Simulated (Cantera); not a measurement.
An adiabatic, constant-volume homogeneous reactor starts with 11.3 % CH₄, 15.0 % O₂, 56.7 % N₂, 17.0 % H₂O, at 1148 K and 1.60 bar.

Computed with Cantera and GRI-Mech 3.0 (53 species, 325 reactions).

Q: Predict: time of steepest temperature rise; temperature at 0.300 s; equilibrium temperature; x(O₂) at 0.300 s; x(H₂O) at 0.300 s; x(CO) at 0.300 s; x(O) at 0.300 s.

A: 
```json
{
 "time_of_steepest_temperature_rise": "0.101 s",
 "temperature at 0.300 s": "2554 K",
 "equilibrium_temperature": "2554 K",
 "x(O₂) at 0.300 s": "0.000222 (gas-phase equilibrium 0.000222)",
 "x(H₂O) at 0.300 s": "0.287 (gas-phase equilibrium 0.287)",
 "x(CO) at 0.300 s": "0.0655 (gas-phase equilibrium 0.0655)",
 "x(O) at 0.300 s": "0.000144 (gas-phase equilibrium 0.000144)"
}
```
